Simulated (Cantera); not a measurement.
A closed system holds: 1 mol SiHCl3, 36 mol N2, 0.83 mol NH3, at 1525 K and 0.00680 bar.

Cantera equilibrium calculation (NASA polynomials, part measured and part estimated; ideal gas, pure solids and liquids). Candidate condensed phases: NH4Cl, Si, Si3N4; 28 gas species. The tables' values for SiCl3 are old estimates; treat these amounts as uncertain. The numbers say what is thermodynamically allowed, not how fast it happens.

Base state: N2 0.918, HCl 0.0437, H2 0.0224, SiCl2 0.0148, SiCl3 0.000758, SiCl4 0.000115, Cl 6.71e-5, H 4.30e-5 (mole fractions); condensed: Si3N4(s).

Question: What changes in the equilibrium state with this change: SiHCl3 replaced by SiF4?

Answer: 
| species | before | after |
|---|---|---|
| N2 | 0.918 | 0.940 |
| H2 | 0.0224 | 0.0296 |
| SiF4 | 0 | 0.0213 |
| HCl | 0.0437 | 0 |
| SiCl2 | 0.0148 | 0 |
| HF | 0 | 0.00494 |
| SiF3 | 0 | 0.00403 |
| SiCl3 | 0.000758 | 0 |
| SiF2 | 0 | 0.000416 |
| SiCl4 | 0.000115 | 0 |
| Si3N4(s), mol | 0.127 | 0 |
The tables' values for SiF3, SiF2 are old estimates; treat these amounts as uncertain.
